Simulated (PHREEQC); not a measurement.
1 kg of water holding 5.5 mmol/kgw SrCl2 and 160 mmol/kgw KCl is evaporated at 25 °C; the solids stay in contact with the brine. The system is closed to CO2. The run lets Sylvite precipitate or redissolve, and no other solid.

The series has 28 steps of water left (kg), from 1 to 0.005012.

All values are PHREEQC results (Pitzer model, pitzer.dat), not measurements.

Problem. Which solids form, in which order, and at which step of the series does each first stand?

Solution. Sylvite from water left = 0.0293 kg.
